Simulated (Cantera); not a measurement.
Charge: 1 mol SiCl₄, 2 mol O₃, 0.32 mol H₂, 0.87 mol H₂O, equilibrated at 1698.15 K and 9.40 Pa.

These are equilibrium values from Cantera (NASA tables, ideal gas, pure condensed phases), not measurements of a reactor. Candidate condensed phases: H₂O, Si, SiO₂; 30 gas species. The tables hold silica as quartz up to 1696 K and as liquid above; real silica turns to tridymite and cristobalite and melts near 1996 K. Kinetics and transport are ignored.

Base state: O₂ 0.352, Cl 0.316, HCl 0.293, H₂O 0.0337, O 0.00268, OH 0.00241, Cl₂ 0.000260, H 0.000160 (mole fractions); condensed: SiO₂(condensed).

**Question.** What changes in the equilibrium state with this change: SiCl₄ replaced by SiH₂Cl₂?

**Answer.** 
```csv
species,before,after
O₂,0.352,0.326
HCl,0.293,0.282
H₂O,0.0337,0.277
Cl,0.316,0.104
SiO,9.67e-6,1.00e-5
Cl₂,0.000260,2.82e-5
H₂,0.000115,0.000986
"SiO₂(condensed), mol",1.000,1.000
```

**Question.** What changes in the equilibrium state with this change: temperature from 1698.15 K to 1298 K?

**Answer.** 
```tsv
species	before	after
O₂	0.352	0.387
HCl	0.293	0.375
Cl	0.316	0.208
Cl₂	0.000260	0.0273
H₂O	0.0337	0.00205
H	0.000160	1.86e-8
H₂	0.000115	2.84e-8
O	0.00268	1.10e-5
OH	0.00241	1.74e-5
ClO	3.57e-5	4.14e-5
SiO₂(condensed), mol	1.000	0
SiO₂(β-quartz), mol	0	1.00
```
